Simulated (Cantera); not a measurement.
An isothermal, constant-pressure homogeneous reactor starts with NH3 : N2 = 1 : 0.96 (molar parts), at 1725 K and 0.138 atm. Integrator tolerance rtol = 1e-08.

Computed with Cantera and the gas-phase N/H chemistry of the illustrative SiF4/NH3 mechanism in the Surface Chemkin manual (1991). Walls and surfaces, which speed up NH3 decomposition in real reactors, are not modelled.

Q: What does this change do: temperature 1725 to 1675 K?

A: 
| quantity | before | after |
|---|---|---|
| x(NH3) at 10.0 s | 0.0909 (gas-phase equilibrium 1.21e-6) | 0.183 (gas-phase equilibrium 1.35e-6) |
| x(NH2) at 10.0 s | 6.38e-5 (gas-phase equilibrium 2.18e-9) | 7.67e-5 (gas-phase equilibrium 1.49e-9) |
| x(H) at 10.0 s | 0.000114 (gas-phase equilibrium 0.000356) | 5.44e-5 (gas-phase equilibrium 0.000222) |
| x(N) at 10.0 s | 7.16e-8 (gas-phase equilibrium 1.70e-11) | 4.30e-8 (gas-phase equilibrium 6.27e-12) |
| x(NH) at 10.0 s | 9.54e-7 (gas-phase equilibrium 8.54e-11) | 7.74e-7 (gas-phase equilibrium 4.06e-11) |
| x(N2H2) at 10.0 s | 1.06e-7 (gas-phase equilibrium <1e-12) | 2.03e-7 (gas-phase equilibrium <1e-12) |

Q: What does this change do: temperature 1725 to 1225 K?

A: 
```csv
quantity,before,after
x(NH3) at 10.0 s,0.0909 (gas-phase equilibrium 1.21e-6),0.510 (gas-phase equilibrium 5.93e-6)
x(NH2) at 10.0 s,6.38e-5 (gas-phase equilibrium 2.18e-9),2.57e-6 (gas-phase equilibrium 1.15e-11)
x(H) at 10.0 s,0.000114 (gas-phase equilibrium 0.000356),4.61e-10 (gas-phase equilibrium 5.97e-7)
x(N) at 10.0 s,7.16e-8 (gas-phase equilibrium 1.70e-11),<1e-12 (gas-phase equilibrium <1e-12)
x(NH) at 10.0 s,9.54e-7 (gas-phase equilibrium 8.54e-11),1.34e-9 (gas-phase equilibrium <1e-12)
x(N2H2) at 10.0 s,1.06e-7 (gas-phase equilibrium <1e-12),3.49e-8 (gas-phase equilibrium <1e-12)
```

Q: What does this change do: pressure from 0.138 atm to 0.0138 atm?

A: 
```json
[
 {"quantity": "x(NH3) at 10.0 s", "before": "0.0909 (gas-phase equilibrium 1.21e-6)", "after": "0.292 (gas-phase equilibrium 1.20e-7)"},
 {"quantity": "x(NH2) at 10.0 s", "before": "6.38e-5 (gas-phase equilibrium 2.18e-9)", "after": "0.000207 (gas-phase equilibrium 6.88e-10)"},
 {"quantity": "x(H) at 10.0 s", "before": "0.000114 (gas-phase equilibrium 0.000356)", "after": "5.97e-5 (gas-phase equilibrium 0.00112)"},
 {"quantity": "x(N) at 10.0 s", "before": "7.16e-8 (gas-phase equilibrium 1.70e-11)", "after": "1.87e-7 (gas-phase equilibrium 5.37e-11)"},
 {"quantity": "x(NH) at 10.0 s", "before": "9.54e-7 (gas-phase equilibrium 8.54e-11)", "after": "2.86e-6 (gas-phase equilibrium 8.53e-11)"},
 {"quantity": "x(N2H2) at 10.0 s", "before": "1.06e-7 (gas-phase equilibrium <1e-12)", "after": "1.20e-6 (gas-phase equilibrium <1e-12)"}
]
```
